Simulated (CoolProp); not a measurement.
Cyclopentane along the isobar 25.6 MPa: fugacity coefficient from the reference equation and from simpler models built on Tc = 238.6 °C, pc = 4.583 MPa, ω = 0.202; each cubic takes its own stable root.

Model: reference Helmholtz-energy equation of state, Gedanitz 2015, in CoolProp.

| T (°C) | phase | reference | van der Waals | Redlich-Kwong | Soave-Redlich-Kwong | Peng-Robinson |
|---|---|---|---|---|---|---|
| 203.85 | liquid | 0.1646 | 0.2636 | 0.1876 | 0.1780 | 0.1592 |
| 209.45 | liquid | 0.1746 | 0.2716 | 0.1974 | 0.1890 | 0.1691 |
| 215.15 | liquid | 0.1850 | 0.2799 | 0.2075 | 0.2005 | 0.1794 |
| 220.75 | liquid | 0.1954 | 0.2880 | 0.2176 | 0.2121 | 0.1898 |
| 226.35 | liquid | 0.2061 | 0.2961 | 0.2278 | 0.2239 | 0.2005 |
| 231.95 | liquid | 0.2170 | 0.3043 | 0.2381 | 0.2359 | 0.2113 |
| 237.55 | liquid | 0.2281 | 0.3124 | 0.2485 | 0.2482 | 0.2224 |
| 243.15 | supercritical | 0.2393 | 0.3206 | 0.2590 | 0.2606 | 0.2336 |
| 248.75 | supercritical | 0.2508 | 0.3288 | 0.2696 | 0.2732 | 0.2450 |
| 254.35 | supercritical | 0.2624 | 0.3370 | 0.2803 | 0.2860 | 0.2566 |
| 260.05 | supercritical | 0.2743 | 0.3453 | 0.2912 | 0.2992 | 0.2685 |
| 265.65 | supercritical | 0.2862 | 0.3535 | 0.3019 | 0.3123 | 0.2803 |
| 271.25 | supercritical | 0.2981 | 0.3616 | 0.3127 | 0.3254 | 0.2923 |
| 276.85 | supercritical | 0.3102 | 0.3698 | 0.3235 | 0.3387 | 0.3043 |
